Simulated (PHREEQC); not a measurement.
Consider water at 25 °C with 0.043 mmol/kgw Na2CO3 and 0.024 mmol/kgw H4SiO4. Closed to the air; pH follows from the charge balance.

The numbers come from PHREEQC with the ion-association model, phreeqc.dat.

| Property | Result |
|---|---|
| pH | 9.47 |
| ionic strength | 9.14e-5 mol/kgw |
| total alkalinity | 0.0860 meq/kg |

```tsv
species	molality	activity	log γ
Na+	8.60e-5	8.50e-5	-0.005
HCO3-	3.76e-5	3.72e-5	-0.005
OH-	3.03e-5	2.99e-5	-0.005
H4SiO4	1.67e-5	1.67e-5	0.000
H3SiO4-	7.35e-6	7.26e-6	-0.005
CO3-2	5.39e-6	5.16e-6	-0.019
CO2	2.82e-8	2.82e-8	0.000
NaCO3-	8.26e-9	8.17e-9	-0.005
NaHCO3	1.78e-9	1.78e-9	0.000
```

This is a speciation only: nothing precipitates in the calculation.
